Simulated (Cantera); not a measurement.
Standard-state values (1 bar) from the NASA 1993 polynomials, evaluated with Cantera. Values are per mole of reaction as written; species without (g) are pure solids or liquids, kept so even where they would boil at 1 bar.

### Question
Between 1850 and 2650 K, where is each reaction favourable under standard conditions?
- Zr + 2 OH(g) ⇌ 2 H(g) + ZrO2

### Answer
- Zr + 2 OH(g) ⇌ 2 H(g) + ZrO2: ΔG° is -546 kJ at 1850 K and -475 kJ at 2650 K; it stays negative (K > 1). ΔH° is -719 kJ and ΔS° -92 J/K at 2650 K.
